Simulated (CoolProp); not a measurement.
Vapour-liquid equilibrium of R22 (1) + n-hexane (2) at -32.65 °C; x and y are mole fractions of (1).

Values from CoolProp's multi-fluid Helmholtz-energy mixture model, Kamei 1995 and Thol 2019; pair parameters Bell 2016.

| x | bubble pressure (bar) | y at the bubble point | dew pressure at overall composition x (bar) | liquid density (mol/L) |
|---|---|---|---|---|
| 0.05 | 0.1472 | 0.948 | 0.008301 | 8.409 |
| 0.125 | 0.3418 | 0.979 | 0.009012 | 8.764 |
| 0.2 | 0.5126 | 0.987 | 0.009855 | 9.143 |
| 0.275 | 0.6570 | 0.990 | 0.01087 | 9.550 |
| 0.35 | 0.7760 | 0.992 | 0.01212 | 9.989 |
| 0.425 | 0.8734 | 0.994 | 0.01370 | 10.46 |
| 0.5 | 0.9541 | 0.995 | 0.01575 | 10.98 |
| 0.575 | 1.024 | 0.995 | 0.01851 | 11.54 |
| 0.65 | 1.088 | 0.996 | 0.02245 | 12.15 |
| 0.725 | 1.152 | 0.997 | 0.02853 | 12.82 |
| 0.8 | 1.221 | 0.997 | 0.03912 | 13.57 |
| 0.875 | 1.300 | 0.998 | 0.06222 | 14.40 |
| 0.95 | 1.392 | 0.999 | 0.1518 | 15.33 |

No azeotrope shows between x = 0.05 and 0.95.

The pair parameters rest on a limited set of measurements; away from them the model extrapolates. With so large a gap from Raoult's law the liquid may split in two, which this calculation doesn't test in full.
